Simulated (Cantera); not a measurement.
A perfectly stirred reactor is fed with 12.3 % H2, 87.7 % O2, equivalence ratio 0.070, at 1330 Pa; it is held at 1000 K, and followed from long to short residence time.

Detailed kinetics in Cantera: GRI-Mech 3.0 (53 species, 325 reactions). Radical loss at walls, strong at low pressure, is not modelled. The temperature is held fixed by assumption; the heat of reaction is taken as removed at once.

x: mole fraction; the columns are a selection and need not sum to one.

| τ (s) | x H2 | x O2 | x HO2 | x O | x H | x OH |
|---|---|---|---|---|---|---|
| 9.4 | 0.000235 | 0.869 | 2.96e-6 | 0.000333 | 2.76e-5 | [?] |
| 2.9 | 0.000479 | 0.868 | 4.56e-6 | 0.000711 | 8.92e-5 | [?] |
| 0.86 | 0.000982 | 0.867 | 6.57e-6 | 0.00152 | 0.000298 | [?] |
| 0.26 | 0.00195 | 0.865 | 8.71e-6 | 0.00312 | 0.000963 | [?] |
| 0.079 | 0.00383 | 0.862 | 1.06e-5 | 0.00609 | 0.00300 | [?] |
| 0.024 | 0.00753 | 0.855 | 1.18e-5 | 0.0111 | 0.00860 | [?] |
| 0.0072 | 0.0151 | 0.844 | 1.18e-5 | 0.0174 | 0.0202 | [?] |
| 0.0022 | 0.0310 | 0.838 | 1.07e-5 | 0.0198 | 0.0307 | [?] |

Some entries are withheld; supply them.


- 9.4, x OH: 0.000277
- 2.9, x OH: 0.000420
- 0.86, x OH: 0.000657
- 0.26, x OH: 0.00104
- 0.079, x OH: 0.00164
- 0.024, x OH: 0.00256
- 0.0072, x OH: 0.00371
- 0.0022, x OH: 0.00465
